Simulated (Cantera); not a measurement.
A Cantera script and what it prints.

```python
import numpy as np
import cantera as ct

gas_names = """
    B BF BF2 BF3 BN BO BOF BOF2 BO2 B2 B2O B2O2 B2O3 B3O3F3 F FO FO2 F2 F2O N NF NF2 NF3 NO NO2 NO3 N2
    N2O O O2 O3
""".split()
cond_names = """
    B(b) B(L) BN(s) B2O3(L)
""".split()


# ... load() reads the species with a 1 bar reference pressure and builds the phases ...
atoms = {
    'BF3': {'B': 1, 'F': 3},
    'O2': {'O': 2},
    'N2': {'N': 2},
}
top_T = {'BN(s)': 3200}  # K; cautious upper limits of use, not melting points


# ... equilibrate(T, P, feed) seeds the gas with the atoms and calls Mixture.equilibrate('TP', solver="vcs", rtol=1e-11, max_steps=5000) ...
results = []
feed = {'BF3': 1, 'O2': 0.22, 'N2': 0.18}  # mol
P = 240  # Pa
for T in [950, 1100, 1250, 1400, 1550, 1700, 1850, 2000, 2150]:
    mix = equilibrate(T, P, feed)
    results.append((T, P, feed, dict(zip(mix.species_names, mix.species_moles))))

top = {s: max(r[3][s] / sum(r[3][g] for g in gas_names) for r in results) for s in gas_names}
cols = sorted((s for s in top if top[s] > 1e-05), key=lambda s: -top[s])[:7]
seen = [c for c in cond_names if any(r[3].get(c, 0) > 1e-12 for r in results)]
print("log10 of partial pressures in bar; condensed amounts in mol")
print(f"{'T/K':>10s}" + "".join(f"{s[:9]:>10s}" for s in cols + seen))
for T, P, feed, n in results:
    ng = sum(n[g] for g in gas_names)
    print(f"{T:10.4g}" + "".join(f"{np.log10(max(n[s] / ng * P / 1e5, 1e-99)):10.3f}" for s in cols)
          + "".join(f"{n.get(c, 0):10.4g}" for c in seen))
```

It prints:

```
log10 of partial pressures in bar; condensed amounts in mol
       T/K       BF3        O2        N2         F       BOF         O        NO
       950    -2.766    -3.424    -3.511   -10.603   -11.276   -12.210    -7.832
      1100    -2.766    -3.424    -3.511    -8.943    -9.343   -10.315    -7.147
      1250    -2.766    -3.424    -3.511    -7.633    -7.968    -8.872    -6.626
      1400    -2.766    -3.424    -3.511    -6.592    -6.907    -7.736    -6.217
      1550    -2.766    -3.425    -3.512    -5.749    -6.057    -6.819    -5.887
      1700    -2.768    -3.429    -3.514    -5.054    -5.359    -6.064    -5.618
      1850    -2.775    -3.443    -3.518    -4.475    -4.779    -5.436    -5.400
      2000    -2.795    -3.482    -3.530    -3.991    -4.294    -4.916    -5.231
      2150    -2.842    -3.582    -3.555    -3.596    -3.899    -4.500    -5.127
```

Cantera equilibrium calculation (NASA polynomials, part measured and part estimated; ideal gas, pure solids and liquids). The tables' values for BF2 are old estimates; treat these amounts as uncertain.
